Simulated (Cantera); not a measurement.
# Equilibrium for silicon nitride deposition: SiF4 + N2 + H2

A closed system holds: 1 mol SiF4, 25 mol N2, 20 mol H2, at 3.10 mbar.

These are equilibrium values from Cantera (NASA tables, ideal gas, pure condensed phases), not measurements of a reactor. Candidate condensed phases: Si, Si3N4; 37 gas species. N2 is the only nitrogen source here; it is nearly inert below about 1500 K, so the nitride shown seldom forms there in practice. The tables' values for SiF3, SiF2 are old estimates; treat these amounts as uncertain. The numbers say what is thermodynamically allowed, not how fast it happens.

```json
[
 {"T (K)": "800", "x N2": "0.543", "x H2": "0.435", "x SiF4": "0.0217", "x HF": "6.51e-5", "x SiF3": "2.55e-8", "x SiHF3": "5.11e-6", "n Si3N4(s)": "0.000230"},
 {"T (K)": "850", "x N2": "0.543", "x H2": "0.435", "x SiF4": "0.0217", "x HF": "0.000118", "x SiF3": "1.33e-7", "x SiHF3": "9.45e-6", "n Si3N4(s)": "0.000417"},
 {"T (K)": "900", "x N2": "0.543", "x H2": "0.435", "x SiF4": "0.0217", "x HF": "0.000201", "x SiF3": "5.77e-7", "x SiHF3": "1.63e-5", "n Si3N4(s)": "0.000707"},
 {"T (K)": "950", "x N2": "0.543", "x H2": "0.435", "x SiF4": "0.0216", "x HF": "0.000324", "x SiF3": "2.14e-6", "x SiHF3": "2.65e-5", "n Si3N4(s)": "0.00113"},
 {"T (K)": "1000", "x N2": "0.543", "x H2": "0.434", "x SiF4": "0.0216", "x HF": "0.000495", "x SiF3": "6.94e-6", "x SiHF3": "4.09e-5", "n Si3N4(s)": "0.00171"},
 {"T (K)": "1050", "x N2": "0.543", "x H2": "0.434", "x SiF4": "0.0215", "x HF": "0.000726", "x SiF3": "2.01e-5", "x SiHF3": "6.05e-5", "n Si3N4(s)": "0.00247"},
 {"T (K)": "1100", "x N2": "0.543", "x H2": "0.434", "x SiF4": "0.0214", "x HF": "0.00103", "x SiF3": "5.26e-5", "x SiHF3": "8.63e-5", "n Si3N4(s)": "0.00341"},
 {"T (K)": "1150", "x N2": "0.543", "x H2": "0.434", "x SiF4": "0.0212", "x HF": "0.00141", "x SiF3": "0.000126", "x SiHF3": "0.000119", "n Si3N4(s)": "0.00445"},
 {"T (K)": "1200", "x N2": "0.543", "x H2": "0.434", "x SiF4": "0.0209", "x HF": "0.00188", "x SiF3": "0.000280", "x SiHF3": "0.000159", "n Si3N4(s)": "0.00549"},
 {"T (K)": "1250", "x N2": "0.543", "x H2": "0.433", "x SiF4": "0.0205", "x HF": "0.00244", "x SiF3": "0.000579", "x SiHF3": "0.000206", "n Si3N4(s)": "0.00623"},
 {"T (K)": "1300", "x N2": "0.543", "x H2": "0.433", "x SiF4": "0.0199", "x HF": "0.00310", "x SiF3": "0.00112", "x SiHF3": "0.000259", "n Si3N4(s)": "0.00617"}
]
```
x: gas mole fraction; n: condensed amount in mol.

From 800 K to 1300 K the condensed part is Si3N4(s). The main Si-bearing gas is SiF4 throughout.
